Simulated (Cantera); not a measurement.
Feed: 1 mol FeCl2, 2.9 mol H2, 0.16 mol N2, held at 0.140 bar.

These are equilibrium values from Cantera (NASA tables, ideal gas, pure condensed phases), not measurements of a reactor. Candidate condensed phases: Fe, FeCl2, FeCl3, NH4Cl; 18 gas species. Kinetics and transport are ignored. All values below are at 1850 K.

Base state: H2 0.590, HCl 0.247, FeCl2 0.122, N2 0.0394, H 0.00111, Fe 0.000418, Cl 0.000352, FeCl 2.58e-5 (mole fractions); condensed: Fe(l).

Question: What changes in the equilibrium state with this change: FeCl2 replaced by NaI?

Answer: 
```tsv
species	before	after
H2	0.590	0.701
NaI	0	0.226
N2	0.0394	0.0388
HCl	0.247	0
FeCl2	0.122	0
Na	0	0.0164
I	0	0.0127
HI	0	0.00364
Fe	0.000418	0
Cl	0.000352	0
Fe(l), mol	0.500	0
```
Gases not in the tables: NaBr and NaI dimers. Further candidate phases: I2, Na, NaI.

Question: What changes in the equilibrium state with this change: FeCl2 replaced by CuF2?

Answer: 
```tsv
species	before	after
HF	0	0.488
H2	0.590	0.464
N2	0.0394	0.0391
HCl	0.247	0
FeCl2	0.122	0
Cu	0	0.00678
CuF	0	0.000886
Fe	0.000418	0
Cl	0.000352	0
FeCl	2.58e-5	0
Fe(l), mol	0.500	0
Cu(l), mol	0	0.968
```
Further candidate phases: Cu, CuF2.
